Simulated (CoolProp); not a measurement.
Model: reference Helmholtz-energy equation of state, Zhou 2011, in CoolProp.

Question: For dimethyl carbonate, give the phase and the cp (kJ/(kg K)) at 451.4 K and 0.101 MPa; 468 K and 0.101 MPa; 484.7 K and 0.101 MPa.

Answer: 
- 451.4 K and 0.101 MPa: gas; cp 1.57
- 468 K and 0.101 MPa: gas; cp 1.61
- 484.7 K and 0.101 MPa: gas; cp 1.65
